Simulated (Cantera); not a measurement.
A closed system holds: 1 mol B, 0.38 mol H2O, 100 mol N2, equilibrated at 26000 Pa.

These are equilibrium values from Cantera (NASA tables, ideal gas, pure condensed phases), not measurements of a reactor. Candidate condensed phases: B, BN, B2O3, B3O3H3, H2O; 39 gas species. N2 is the only nitrogen source here; it is nearly inert below about 1500 K, so the nitride shown seldom forms there in practice. Mutual solubility and eutectic melting of coexisting phases are not modelled. Kinetics and transport are ignored.

x: gas mole fraction; n: condensed amount in mol.

```csv
T (K),x N2,x H2,x B2O3,x HBO,x BO,x B2O2,x HBO2,n BN(s),n B2O3(l)
798,0.996,0.00378,<1e-12,<1e-12,<1e-12,<1e-12,1.18e-9,0.748,0.126
898,0.996,0.00378,<1e-12,[?],<1e-12,<1e-12,[?],0.748,0.126
998,0.996,0.00378,[?],[?],<1e-12,<1e-12,[?],0.748,0.126
1098,0.996,0.00378,9.09e-10,4.69e-9,<1e-12,<1e-12,1.57e-6,0.748,0.126
1198,0.996,0.00377,3.31e-8,6.70e-8,1.79e-11,2.49e-11,7.34e-6,0.748,0.125
1298,0.996,0.00377,6.77e-7,6.27e-7,7.78e-10,1.47e-9,2.67e-5,0.749,0.124
1398,0.996,0.00374,8.82e-6,4.22e-6,1.95e-8,4.77e-8,7.91e-5,0.750,0.120
1498,0.996,0.00367,8.01e-5,2.17e-5,3.15e-7,9.57e-7,0.000199,0.754,0.104
1598,0.995,0.00351,0.000544,8.88e-5,3.56e-6,1.30e-5,0.000438,0.758,0.0385
1698,0.995,0.00347,0.000882,0.000209,2.01e-5,5.83e-5,0.000396,0.749,0
1798,0.995,0.00345,0.000829,0.000378,7.95e-5,0.000158,0.000262,0.730,0
1898,0.995,0.00337,0.000647,0.000598,0.000254,0.000340,0.000158,0.701,0
1998,0.994,0.00326,0.000369,0.000802,0.000642,0.000539,7.94e-5,0.665,0
```

Fill in the missing entries.


- 898, x HBO: 3.65e-12
- 898, x HBO2: 2.30e-8
- 998, x B2O3: 1.17e-11
- 998, x HBO: 1.89e-10
- 998, x HBO2: 2.38e-7
